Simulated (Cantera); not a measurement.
A perfectly stirred reactor is fed with H2 : O2 : N2 = 1.4 : 1 : 4.6 (molar parts), equivalence ratio 0.70, at 44000 Pa; it is held at 1350 K, and followed from long to short residence time.

Detailed kinetics in Cantera: the H2/O2 subset of GRI-Mech 3.0, which has no nitrogen chemistry. The temperature is held fixed by assumption; the heat of reaction is taken as removed at once.

Question: What does this change do: pressure from 44000 Pa to 31000 Pa?

Answer: 
```
quantity                 before     after
---------------------  --------  --------
x(H2) at τ = 13.0 s     2.68e-5   3.77e-5
x(O2) at τ = 13.0 s      0.0476    0.0476
x(O) at τ = 13.0 s      6.66e-6   1.10e-5
x(OH) at τ = 13.0 s    0.000158  0.000203
x(H2O) at τ = 13.0 s      0.222     0.222
x(H2) at τ = 37.0 ms    0.00131   0.00183
x(O2) at τ = 37.0 ms     0.0478    0.0479
x(O) at τ = 37.0 ms    0.000361  0.000584
x(OH) at τ = 37.0 ms    0.00112   0.00145
x(H2O) at τ = 37.0 ms     0.220     0.219
```

Question: What does this change do: pressure from 44000 Pa to 13300 Pa?

Answer: 
```tsv
quantity	before	after
x(H2) at τ = 13.0 s	2.68e-5	9.63e-5
x(O2) at τ = 13.0 s	0.0476	0.0476
x(O) at τ = 13.0 s	6.66e-6	3.54e-5
x(OH) at τ = 13.0 s	0.000158	0.000366
x(H2O) at τ = 13.0 s	0.222	0.222
x(H2) at τ = 37.0 ms	0.00131	0.00442
x(O2) at τ = 37.0 ms	0.0478	0.0487
x(O) at τ = 37.0 ms	0.000361	0.00178
x(OH) at τ = 37.0 ms	0.00112	0.00256
x(H2O) at τ = 37.0 ms	0.220	0.214
```

Question: What does this change do: pressure from 44000 Pa to 33000 Pa?

Answer: 
| quantity | before | after |
|---|---|---|
| x(H2) at τ = 13.0 s | 2.68e-5 | 3.54e-5 |
| x(O2) at τ = 13.0 s | 0.0476 | 0.0476 |
| x(O) at τ = 13.0 s | 6.66e-6 | 1.00e-5 |
| x(OH) at τ = 13.0 s | 0.000158 | 0.000194 |
| x(H2O) at τ = 13.0 s | 0.222 | 0.222 |
| x(H2) at τ = 37.0 ms | 0.00131 | 0.00172 |
| x(O2) at τ = 37.0 ms | 0.0478 | 0.0479 |
| x(O) at τ = 37.0 ms | 0.000361 | 0.000536 |
| x(OH) at τ = 37.0 ms | 0.00112 | 0.00138 |
| x(H2O) at τ = 37.0 ms | 0.220 | 0.219 |
